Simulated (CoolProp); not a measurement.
Model: reference Helmholtz-energy equation of state, de Reuck 1993, in CoolProp.

Task: For methanol, give the phase and the density (kg/m³) at 318.8 K and 231 bar.

Result: 
- 318.8 K and 231 bar: liquid; density 789
